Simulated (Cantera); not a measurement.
**Stirred combustor or abatement burner**

A perfectly stirred reactor is fed with 14.4 % H2, 18.0 % O2, 67.6 % N2, at 750 Torr; it is adiabatic with a 500 K inlet, and is followed from long to short residence time, starting on the burning branch (τ in s: 0.023, 0.011, 0.0054, 0.0026, 0.0013, 0.00062, 0.0003, 0.00015, 7.2e-05, 3.5e-05, 1.7e-05).

Detailed kinetics in Cantera: GRI-Mech 3.0 (53 species, 325 reactions).

| τ (s) | T (K) | x H2 | x O2 | x NO | x H | x O | x H2O |
|---|---|---|---|---|---|---|---|
| 0.023 | 1589 | 0.000321 | 0.116 | 3.97e-6 | 5.05e-5 | 0.000306 | 0.154 |
| 0.011 | 1584 | 0.000521 | 0.116 | 3.48e-6 | 0.000106 | 0.000501 | 0.153 |
| 0.0054 | 1577 | 0.000831 | 0.116 | 3.20e-6 | 0.000214 | 0.000799 | 0.153 |
| 0.0026 | 1566 | 0.00133 | 0.115 | 3.23e-6 | 0.000436 | 0.00127 | 0.152 |
| 0.0013 | 1550 | 0.00208 | 0.115 | 3.59e-6 | 0.000843 | 0.00194 | 0.150 |
| 0.00062 | 1524 | 0.00334 | 0.115 | 4.27e-6 | 0.00166 | 0.00295 | 0.148 |
| 0.00030 | 1486 | 0.00534 | 0.116 | 4.94e-6 | 0.00309 | 0.00421 | 0.145 |
| 0.00015 | 1432 | 0.00861 | 0.117 | 5.07e-6 | 0.00527 | 0.00546 | 0.140 |
| 7.2e-5 | 1347 | 0.0157 | 0.120 | 3.96e-6 | 0.00840 | 0.00611 | 0.130 |
| 3.5e-5 | 500 | 0.144 | 0.180 | <1e-12 | <1e-12 | <1e-12 | <1e-12 |
| 1.7e-5 | 500 | 0.144 | 0.180 | <1e-12 | <1e-12 | <1e-12 | <1e-12 |
x: mole fraction; the columns are a selection and need not sum to one.
